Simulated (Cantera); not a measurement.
Input (Python, Cantera) and output of one run.

```python
import numpy as np
import cantera as ct

gas_names = """
    C CH CH2 CH3 CH2OH CH3O CH4 CH3OH CO CO2 COOH C2 C2H CHCO,ketyl C2H2,acetylene C2H2,vinylidene
    CH2CO,ketene C2H3,vinyl CH3CO,acetyl C2H4 C2H4O,ethylen CH3CHO,ethanal CH3COOH (HCOOH)2 C2H5 C2H6
    CH3OCH3 C2H5OH C2O C3 C3H3,propargyl C3H4,allene C3H4,propyne C3H4,cyclo- C3H5,allyl C3H6,propylene
    C3H6,cyclo- C3H6O C3H7,n-propyl C3H7,i-propyl C3H8 C3H8O,1propanol C3H8O,2propanol C3O2 C4 C4H2
    C4H4,1,3-cyclo- C4H6,butadiene C4H6,2-butyne C4H6,cyclo- C4H8,1-butene C4H8,cis2-buten
    C4H8,tr2-butene C4H8,isobutene C4H8,cyclo- (CH3COOH)2 C4H9,n-butyl C4H9,i-butyl C4H9,s-butyl
    C4H9,t-butyl C4H10,isobutane C4H10,n-butane C5 C5H6,1,3cyclo- C5H8,cyclo- C5H10,1-pentene
    C5H10,cyclo- C5H11,pentyl C5H11,t-pentyl C5H12,n-pentane C5H12,i-pentane CH3C(CH3)2CH3 C6H2
    C6H5,phenyl C6H5O,phenoxy C6H6 C6H5OH,phenol C6H10,cyclo- C6H12,1-hexene C6H12,cyclo- C6H13,n-hexyl
    C7H7,benzyl C7H8 C7H8O,cresol C7H14,1-heptene C7H15,n-heptyl C7H16,n-heptane C8H8,styrene
    C8H10,ethylbenz C8H16,1-octene C8H17,n-octyl C8H18,isooctane C8H18,n-octane C9H19,n-nonyl
    C10H8,naphthale C10H21,n-decyl C12H9,o-bipheny C12H10,bipheny H HCO HO2 H2 HCHO,formaldehy HCOOH H2O
    H2O2 O OH O2 O3 Si SiC SiC2 SiC4H12 SiH SiH2 SiH3 SiH4 SiO SiO2 Si2 Si2C Si3
""".split()
cond_names = """
    C(gr) C6H6(L) C7H8(L) C8H18(L),n-octa H2O(s) H2O(L) Si(cr) Si(L) SiC(b) SiO2(Lqz) SiO2(hqz) SiO2(L)
""".split()


def load(file, names, dense=False):
    # The tables refer to 1 bar. Condensed volumes are neglected.
    table = {s.name: s for s in ct.Species.list_from_file(file)}
    out = []
    for n in names:
        d = dict(table[n].input_data)
        d["thermo"] = dict(d["thermo"], **{"reference-pressure": 1e5})
        if dense:
            d["equation-of-state"] = {"model": "constant-volume", "density": "1e6 g/cm^3"}
        out.append(ct.Species.from_dict(d))
    return out


gas = ct.Solution(thermo="ideal-gas", species=load("nasa_gas.yaml", gas_names))
cond = {s.name: ct.Solution(thermo="fixed-stoichiometry", species=[s], name=s.name)
        for s in load("nasa_condensed.yaml", cond_names, dense=True)}
atoms = {
    'HMDSO': {'Si': 2, 'C': 6, 'H': 18, 'O': 1},
    'O3': {'O': 3},
    'H2': {'H': 2},
    'H2O': {'H': 2, 'O': 1},
}
top_T = {'C(gr)': 4500, 'SiC(b)': 3050}  # K; cautious upper limits of use, not melting points


def equilibrate(T, P, feed):
    n = {}
    for name, mol in feed.items():
        for a, k in atoms[name].items():
            n[a] = n.get(a, 0.0) + k * mol
    gas.TPX = T, P, n
    mass = sum(n.values()) * gas.mean_molecular_weight
    gas.equilibrate("TP")
    valid = [c for c in cond.values() if c.min_temp <= T <= top_T.get(c.name, c.max_temp)]
    mix = ct.Mixture([(gas, mass / gas.mean_molecular_weight)] + [(c, 0.0) for c in valid])
    mix.T, mix.P = T, P
    mix.equilibrate("TP", solver="vcs", rtol=1e-11, max_steps=5000)
    return mix


results = []
feed = {'HMDSO': 1, 'O3': 0.17, 'H2': 11, 'H2O': 24}  # mol
T = 1050  # K
P = 100000  # Pa
mix = equilibrate(T, P, feed)
results.append((T, P, feed, dict(zip(mix.species_names, mix.species_moles))))
x = sorted(zip(gas.X, gas.species_names), reverse=True)
print(f"T = {T:g} K  P = {P:g} Pa  gas = {mix.phase_moles(0):.4g} mol")
print("   x: " + "  ".join(f"{s} {v:.3e}" for v, s in x if v > 0.001))
print("   condensed (mol): " + ("  ".join(f"{mix.phase(i).name} {mix.phase_moles(i):.4g}"
      for i in range(1, mix.n_phases) if mix.phase_moles(i) > 1e-12) or "none"))
```

Result:

```
T = 1050 K  P = 100000 Pa  gas = 49.93 mol
   x: H2 6.095e-01  H2O 2.703e-01  CO 7.848e-02  CO2 4.100e-02
   condensed (mol): SiO2(hqz) 2
```

These are equilibrium values from Cantera (NASA tables, ideal gas, pure condensed phases), not measurements of a reactor. The feed counts by its element totals alone.
